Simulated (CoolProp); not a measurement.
Properties of nitrous oxide along the isotherm 23.95 °C (Tc = 36.4 °C, pc = 72.45 bar, ω = 0.161).

Values from CoolProp's reference Helmholtz-energy equation of state, Lemmon 2006. It is a short technical equation, of lower accuracy than the large ones.

| p (bar) | phase | density (kg/m³) | Joule-Thomson coefficient (K/MPa) | isothermal compressibility (1/MPa) | fugacity coefficient |
|---|---|---|---|---|---|
| 8.36 | gas | 15.63 | 11.15 | 1.257 | 0.9549 |
| 16.7 | gas | 32.96 | 11.34 | 0.6685 | 0.9104 |
| 25.1 | gas | 52.78 | 11.51 | 0.4804 | 0.8660 |
| 33.4 | gas | 75.72 | 11.66 | 0.3999 | 0.8223 |
| 41.8 | gas | 104.4 | 11.78 | 0.3726 | 0.7779 |
| 50.2 | gas | 144.0 | 11.82 | 0.4102 | 0.7324 |
| 58.5 | liquid | 761.7 | 1.298 | 0.03420 | 0.6696 |
| 66.9 | liquid | 780.7 | 1.065 | 0.02540 | 0.5970 |
| 75.2 | liquid | 795.6 | 0.9067 | 0.02056 | 0.5412 |
| 83.6 | liquid | 808.3 | 0.7864 | 0.01738 | 0.4960 |
| 92 | liquid | 819.4 | 0.6913 | 0.01514 | 0.4590 |
| 100 | liquid | 828.8 | 0.6167 | 0.01352 | 0.4297 |
| 109 | liquid | 838.4 | 0.5463 | 0.01211 | 0.4019 |
